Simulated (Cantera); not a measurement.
## Carbothermic reduction: Cu2O + C + H2

Feed: 1 mol Cu2O, 2 mol C, 0.53 mol H2, at 1850 K and 0.135 Torr.

These are equilibrium values from Cantera (NASA tables, ideal gas, pure condensed phases), not measurements of a reactor. Candidate condensed phases: C, C6H6, C7H8, C8H18, Cu, CuO, Cu(OH)2, Cu2O, H2O; 113 gas species. Rates play no part.

| Item | Value |
|---|---|
| x(Cu) | 0.562 |
| x(CO) | 0.281 |
| x(H2) | 0.141 |
| x(H) | 0.0151 |
| x(Cu2) | 0.000142 |
| x(C2H2 (acetylene)) | 3.70e-5 |
| n(C(graphite)) | 1.000 mol |
| gas amount | 3.556 mol |
| log10 activity of Cu(l) (absent) | -0.97 |
